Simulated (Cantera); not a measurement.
A Cantera script and what it prints.

```python
import numpy as np
import cantera as ct

gas_names = """
    F F2 H HF H2 H2F2 H3F3 H4F4 H5F5 H6F6 H7F7 N NF NF2 NF3 NH NH2 NH3 N2 N2H2 N2H4 Si SiF SiF2 SiF3
    SiF4 SiH SiHF3 SiH2 SiH2F2 SiH3 SiH3F SiH4 SiN Si2 Si2N Si3
""".split()
cond_names = """
    Si(cr) Si(L) Si3N4(a)
""".split()


# ... load() reads the species with a 1 bar reference pressure and builds the phases ...
atoms = {
    'Si': {'Si': 1},
    'NF3': {'N': 1, 'F': 3},
    'H2': {'H': 2},
}
top_T = {'Si3N4(a)': 2400}  # K; cautious upper limits of use, not melting points


# ... equilibrate(T, P, feed) seeds the gas with the atoms and calls Mixture.equilibrate('TP', solver="vcs", rtol=1e-11, max_steps=5000) ...
results = []
feed = {'Si': 1, 'NF3': 1.5, 'H2': 1.1}  # mol
T = 1425  # K
P = 3500  # Pa
mix = equilibrate(T, P, feed)
results.append((T, P, feed, dict(zip(mix.species_names, mix.species_moles))))
x = sorted(zip(gas.X, gas.species_names), reverse=True)
print(f"T = {T:g} K  P = {P:g} Pa  gas = {mix.phase_moles(0):.4g} mol")
print("   x: " + "  ".join(f"{s} {v:.3e}" for v, s in x if v > 0.001))
print("   condensed (mol): " + ("  ".join(f"{mix.phase(i).name} {mix.phase_moles(i):.4g}"
      for i in range(1, mix.n_phases) if mix.phase_moles(i) > 1e-12) or "none"))
```

Output:

```
T = 1425 K  P = 3500 Pa  gas = 3.101 mol
   x: SiF4 3.217e-01  H2 2.736e-01  N2 2.419e-01  HF 1.620e-01
   condensed (mol): none
```

Method: chemical equilibrium by Gibbs-energy minimisation in Cantera with the NASA 1993 tables (ideal gas, pure condensed phases). The tables' values for SiF3 are old estimates; treat these amounts as uncertain.
